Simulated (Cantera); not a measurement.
Input (Python, Cantera) and output of one run.

```python
import numpy as np
import cantera as ct

gas_names = [...]  # 148 gases of nasa_gas.yaml made of Al, C, H, N, O
cond_names = """
    AL(cr) AL(L) ALN(s) AL2O3(a) AL2O3(L) C(gr) C6H6(L) C7H8(L) C8H18(L),n-octa H2O(s) H2O(L)
""".split()


# ... load() reads the species with a 1 bar reference pressure and builds the phases ...
atoms = {
    'Al(CH3)3': {'AL': 1, 'C': 3, 'H': 9},
    'N2O': {'N': 2, 'O': 1},
    'H2': {'H': 2},
}
top_T = {'ALN(s)': 2750, 'C(gr)': 4500}  # K; cautious upper limits of use, not melting points


# ... equilibrate(T, P, feed) seeds the gas with the atoms and calls Mixture.equilibrate('TP', solver="vcs", rtol=1e-11, max_steps=5000) ...
results = []
feed = {'Al(CH3)3': 1, 'N2O': 43, 'H2': 48}  # mol
T = 1973.15  # K
P = 49000  # Pa
mix = equilibrate(T, P, feed)
results.append((T, P, feed, dict(zip(mix.species_names, mix.species_moles))))
x = sorted(zip(gas.X, gas.species_names), reverse=True)
print(f"T = {T:g} K  P = {P:g} Pa  gas = {mix.phase_moles(0):.4g} mol")
print("   x: " + "  ".join(f"{s} {v:.3e}" for v, s in x if v > 1e-05))
print("   condensed (mol): " + ("  ".join(f"{mix.phase(i).name} {mix.phase_moles(i):.4g}"
      for i in range(1, mix.n_phases) if mix.phase_moles(i) > 1e-12) or "none"))
```

It prints:

```
T = 1973.15 K  P = 49000 Pa  gas = 98.55 mol
   x: N2 4.363e-01  H2O 3.796e-01  H2 1.526e-01  CO 1.958e-02  CO2 1.086e-02  H 7.539e-04  OH 1.780e-04
   condensed (mol): AL2O3(a) 0.5
```

Equilibrium computed with Cantera from the NASA thermochemical tables; the gas is ideal and each condensed phase is pure. The feed counts by its element totals alone. Gases not in the tables: Al(OH)3.
